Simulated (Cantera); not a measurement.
Mixture: C2H4 : O2 : N2 : H2O = 1 : 1.67 : 7.67 : 0.25 (molar parts), equivalence ratio 1.8, at 260000 Pa, adiabatic and at constant pressure. Ignition delay is the time to a rise of 400 K.

Detailed kinetics in Cantera: GRI-Mech 3.0 (53 species, 325 reactions). GRI-Mech 3.0 was tuned for natural gas; its chemistry of ethylene as a main component is partial and can be far from experiment.

Problem. Predict: delay at 1048 K; delay at 1123 K; delay at 1198 K; delay at 1273 K; delay at 1348 K; delay at 1423 K.

Solution. 
```json
{
  "delay at 1048 K": "36.3 ms",
  "delay at 1123 K": "5.43 ms",
  "delay at 1198 K": "0.720 ms",
  "delay at 1273 K": "0.130 ms",
  "delay at 1348 K": "40.2 µs",
  "delay at 1423 K": "20.8 µs"
}
```
